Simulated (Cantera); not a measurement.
Equilibrium for iron carbonyl, mercury and lead vapours: Pb + CO + N₂

Charge: 1 mol Pb, 0.36 mol CO, 0.17 mol N₂, equilibrated at 1.73 Torr.

These are equilibrium values from Cantera (NASA tables, ideal gas, pure condensed phases), not measurements of a reactor. Candidate condensed phases: C, Pb, PbO, PbO₂, Pb₃O₄; 27 gas species. Rates play no part.

```csv
T (K),x CO,x Pb,x N₂,x CO₂,x Pb₂,n C(graphite),n Pb(l)
848,0.650,0.000130,0.328,0.0222,2.75e-11,0.0115,1.000
898,0.671,0.000563,0.323,0.00608,3.22e-10,0.00321,1.000
948,0.675,0.00208,0.321,0.00184,2.88e-9,0.000974,0.999
998,0.674,0.00674,0.319,0.000617,2.06e-8,0.000329,0.996
1048,0.666,0.0194,0.315,0.000226,1.21e-7,0.000122,0.990
1098,0.645,0.0508,0.304,8.73e-5,6.04e-7,4.87e-5,0.972
1148,0.596,0.122,0.282,3.33e-5,2.60e-6,0,0.926
1198,0.495,0.271,0.234,1.10e-5,9.90e-6,0,0.803
1248,0.295,0.565,0.139,1.98e-6,3.37e-5,0,0.311
1298,0.235,0.654,0.111,6.75e-7,3.59e-5,0,0
1348,0.235,0.654,0.111,3.80e-7,2.92e-5,0,0
1398,0.235,0.654,0.111,2.23e-7,2.40e-5,0,0
1448,0.235,0.654,0.111,1.36e-7,2.00e-5,0,0
1498,0.235,0.654,0.111,8.60e-8,1.69e-5,0,0
```
x: gas mole fraction; n: condensed amount in mol.

From 848 K to 1098 K the condensed part is C(graphite) + Pb(l). From 1148 K to 1248 K the condensed part is Pb(l). From 1298 K to 1498 K nothing is condensed. The main Pb-bearing gas is Pb throughout.
